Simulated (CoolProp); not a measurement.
Vapour-liquid equilibrium of propylene (1) + R22 (2) at 103 kPa; x and y are mole fractions of (1).

The numbers come from the multi-fluid Helmholtz-energy mixture model, Lemmon 2013 and Kamei 1995; pair parameters Bell 2016 in CoolProp.

| x | bubble temperature (K) | y at the bubble point | dew temperature at overall composition x (K) | liquid density (mol/L) |
|---|---|---|---|---|
| 0.05 | 231.7 | 0.092 | 232.1 | 16.19 |
| 0.15 | 230.0 | 0.240 | 231.0 | 16.01 |
| 0.25 | 228.8 | 0.357 | 229.9 | 15.82 |
| 0.35 | 227.8 | 0.453 | 228.8 | 15.62 |
| 0.45 | 227.1 | 0.538 | 227.9 | 15.44 |
| 0.55 | 226.6 | 0.616 | 227.0 | 15.25 |
| 0.65 | 226.2 | 0.692 | 226.4 | 15.07 |
| 0.75 | 225.9 | 0.769 | 225.9 | 14.90 |
| 0.85 | 225.8 | 0.853 | 225.8 | 14.73 |
| 0.95 | 225.8 | 0.947 | 225.8 | 14.57 |

y crosses x between x = 0.85 and 0.95: the model has an azeotrope there.

The pair parameters rest on a limited set of measurements; away from them the model extrapolates.
